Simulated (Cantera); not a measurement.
A closed system holds: 1 mol SiH₂Cl₂, 0.42 mol C₂H₄, 1600 mol H₂, held at 46000 Pa.

Equilibrium computed with Cantera from the NASA thermochemical tables; the gas is ideal and each condensed phase is pure. Candidate condensed phases: C, C₆H₆, C₇H₈, C₈H₁₈, Si, SiC; 109 gas species. Mutual solubility and eutectic melting of coexisting phases are not modelled. Gases not in the tables: Si₂H₆ and higher silanes. Equilibrium is a limit: real reactors are often held back by kinetics, nucleation or transport.

Question: Which condensed phases are stable at each of these points (T (°C)): 927, 1027, 1127, 1227, 1327, 1427, 1527, 1627, 1727, 1827, 1927, 2027, 2127, 2227?

Answer: 
```json
[
 {"T (°C)": "927", "condensed phases": "Si(s) + SiC(s)", "Si condensed (%)": "99.0"},
 {"T (°C)": "1027", "condensed phases": "Si(s) + SiC(s)", "Si condensed (%)": "99.1"},
 {"T (°C)": "1127", "condensed phases": "Si(s) + SiC(s)", "Si condensed (%)": "99.0"},
 {"T (°C)": "1227", "condensed phases": "Si(s) + SiC(s)", "Si condensed (%)": "98.8"},
 {"T (°C)": "1327", "condensed phases": "Si(s) + SiC(s)", "Si condensed (%)": "98.1"},
 {"T (°C)": "1427", "condensed phases": "Si(l) + SiC(s)", "Si condensed (%)": "96.2"},
 {"T (°C)": "1527", "condensed phases": "Si(l) + SiC(s)", "Si condensed (%)": "92.2"},
 {"T (°C)": "1627", "condensed phases": "Si(l) + SiC(s)", "Si condensed (%)": "82.5"},
 {"T (°C)": "1727", "condensed phases": "SiC(s)", "Si condensed (%)": "77.9"},
 {"T (°C)": "1827", "condensed phases": "SiC(s)", "Si condensed (%)": "60.5"},
 {"T (°C)": "1927", "condensed phases": "SiC(s)", "Si condensed (%)": "10.0"},
 {"T (°C)": "2027", "condensed phases": "gas only", "Si condensed (%)": "0.0"},
 {"T (°C)": "2127", "condensed phases": "gas only", "Si condensed (%)": "0.0"},
 {"T (°C)": "2227", "condensed phases": "gas only", "Si condensed (%)": "0.0"}
]
```

From 927 °C to 1327 °C the condensed part is Si(s) + SiC(s). From 1427 °C to 1627 °C the condensed part is Si(l) + SiC(s). From 1727 °C to 1927 °C the condensed part is SiC(s). From 2027 °C to 2227 °C nothing is condensed.
